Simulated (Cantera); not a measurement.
Input: 1 mol MgO, 0.035 mol Br₂, 0.034 mol O₂, at 1375 K and 0.100 bar.

Cantera equilibrium calculation (NASA polynomials, part measured and part estimated; ideal gas, pure solids and liquids). Candidate condensed phases: Br₂, Mg, MgBr₂, MgO; 10 gas species. Equilibrium is a limit: real reactors are often held back by kinetics, nucleation or transport.

Base state: O₂ 0.430, Br₂ 0.313, Br 0.257, MgBr₂ 0.000447 (mole fractions); condensed: MgO(s).

Q: What changes in the equilibrium state with this change: temperature from 1375 K to 975 K?

A: 
```tsv
species	before	after
Br₂	0.313	0.500
O₂	0.430	0.490
Br	0.257	0.00948
MgBr₂	0.000447	5.72e-8
MgO(s), mol	1.000	1.00
```
